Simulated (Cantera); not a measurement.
Transport properties of process gases

Gas mixture: NH3 : N2 : C3H8 = 0.23 : 0.093 : 0.76 (molar parts), at 5.00 bar, frozen composition.

Cantera's kinetic-theory transport with the Lennard-Jones parameters of GRI-Mech 3.0, ideal gas; thermal conductivity in the mixture-averaged form. Polar gases are described roughly by these parameters.

| T (K) | ρ (kg/m³) | cp (J/kg/K) | μ (µPa s) | λ (mW/m/K) | Pr | D (cm²/s) NH3 | D (cm²/s) NO | D (cm²/s) CH3 |
|---|---|---|---|---|---|---|---|---|
| 400 | 5.56 | 2076 | 11.9 | 33.4 | 0.741 | 0.0426 | 0.0449 | 0.0504 |
| 500 | 4.45 | 2444 | 14.6 | 47.2 | 0.754 | 0.0657 | 0.0668 | 0.0756 |
| 600 | 3.71 | 2772 | 17.0 | 61.7 | 0.764 | 0.0928 | 0.0920 | 0.105 |
| 700 | 3.18 | 3059 | 19.3 | 76.4 | 0.772 | 0.124 | 0.120 | 0.137 |
| 800 | 2.78 | 3307 | 21.4 | 91.1 | 0.777 | 0.158 | 0.151 | 0.173 |
| 900 | 2.47 | 3522 | 23.4 | 106 | 0.780 | 0.195 | 0.185 | 0.212 |
D: mixture-averaged diffusion coefficient of that species in the mixture.
